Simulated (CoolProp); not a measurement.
Vapour-liquid equilibrium of ethylene (1) + n-butane (2) at -56.65 °C; x and y are mole fractions of (1).

The numbers come from the multi-fluid Helmholtz-energy mixture model, Smukala 2000 and Bücker 2006; pair parameters Bell 2016 in CoolProp.

Give the bubble pressure and the first vapour's composition at x = 0.2, 0.35, 0.95. Is there an azeotrope?

x = 0.2: 0.1781 MPa, y = 0.968; x = 0.35: 0.2740 MPa, y = 0.981; x = 0.95: 0.7983 MPa, y = 0.999. No azeotrope shows between x = 0.05 and 0.95.

Pair parameters are fitted to limited data, so mixtures are less certain than the pure fluids. The gap from Raoult's law changes sign with composition, which may be real or a fault of the pair parameters; it wasn't checked against measurements.
